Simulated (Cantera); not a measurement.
Input: 1 mol H2S, 1.9 mol H2, at 3398 K and 7.00 bar.

Cantera equilibrium calculation (NASA polynomials, part measured and part estimated; ideal gas, pure solids and liquids). Candidate condensed phases: S; 7 gas species. Equilibrium is a limit: real reactors are often held back by kinetics, nucleation or transport.

Base state: H2 0.643, H 0.141, SH 0.0795, S 0.0608, S2 0.0516, H2S 0.0244 (mole fractions); condensed: gas only.

Q: What changes in the equilibrium state with this change: temperature from 3398 K to 1723.15 K?

A: 
```csv
species,before,after
H2,0.643,0.675
H2S,0.0244,0.306
S2,0.0516,0.0146
H,0.141,5.67e-5
SH,0.0795,0.00348
S,0.0608,1.78e-5
```
